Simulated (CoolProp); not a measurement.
Vapour-liquid equilibrium of R134a (1) + R152A (2) at 0.0708 MPa; x and y are mole fractions of (1).

Values from CoolProp's multi-fluid Helmholtz-energy mixture model, Tillner-Roth 1994 and Outcalt 1996; pair parameters Lemmon 2004.

```tsv
x	bubble temperature, mixture model (°C)	bubble temperature, Raoult's law (°C)	y, mixture model	y, Raoult's law
0.05	-31.7	-31.9	0.046	0.054
0.2	-31.6	-32.2	0.197	0.214
0.35	-31.6	-32.5	[?]	0.370
0.5	-31.8	-32.8	0.522	0.522
0.65	-32.2	-33.0	0.681	0.670
0.8	[?]	-33.3	0.829	0.814
0.95	[?]	-33.5	0.960	0.954
```

Task: Fill in the missing entries.

Result: 
- 0.35, y, mixture model: 0.358
- 0.8, bubble temperature, mixture model (°C): -32.7
- 0.95, bubble temperature, mixture model (°C): -33.4

The largest gap from Raoult's law is +1.0 K in bubble temperature, at x = 0.5. y crosses x between x = 0.2 and 0.35: the model has an azeotrope there.

The pair parameters rest on a limited set of measurements; away from them the model extrapolates.
